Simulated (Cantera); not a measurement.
Thermodynamics of fluorocarbon and chlorocarbon gases, feed c-C₄F₈ + HCl

A closed system holds: 1 mol c-C₄F₈, a varied amount of HCl, held at 3025 K and 100000 Pa.

Method: chemical equilibrium by Gibbs-energy minimisation in Cantera with the NASA 1993 tables (ideal gas, pure condensed phases). Candidate condensed phases: C, C₆H₆, C₇H₈, C₈H₁₈; 118 gas species. The feed counts by its element totals alone. The tables' values for C₂F₄, CCl are old estimates; treat these amounts as uncertain. Gases not in the tables: C₂F₆ and larger saturated fluorocarbons. Kinetics and transport are ignored.

```
n(HCl) (mol)  log p CF₂  log p F  log p HF  log p Cl  log p CF₄  log p CF  log p CF₃  n C(graphite)
------------  ---------  -------  --------  --------  ---------  --------  ---------  -------------
0.013             -0.25    -0.49     -2.55     -2.55      -1.40     -1.40      -1.61          0.899
0.025             -0.25    -0.49     -2.27     -2.27      -1.40     -1.40      -1.62          0.904
0.048             -0.26    -0.49     -1.99     -1.99      -1.41     -1.41      -1.63          0.915
0.091             -0.26    -0.50     -1.72     -1.72      -1.43     -1.41      -1.64          0.934
0.17              -0.28    -0.50     -1.46     -1.46      -1.46     -1.42      -1.66          0.970
0.33              -0.31    -0.52     -1.20     -1.20      -1.53     -1.44      -1.71           1.04
0.62              -0.37    -0.55     -0.96     -0.96      -1.64     -1.46      -1.80           1.17
1.2               -0.48    -0.60     -0.74     -0.75      -1.86     -1.52      -1.96           1.43
```
log p: log10 of the partial pressure in bar; n: condensed amount in mol.

From 0.013 mol HCl to 1.2 mol HCl the condensed part is C(graphite). The main C-bearing gas is CF₂ throughout. The share of C in condensed phases is highest at 1.2 mol HCl (35.9 %) and lowest at 0.013 mol HCl (22.5 %).
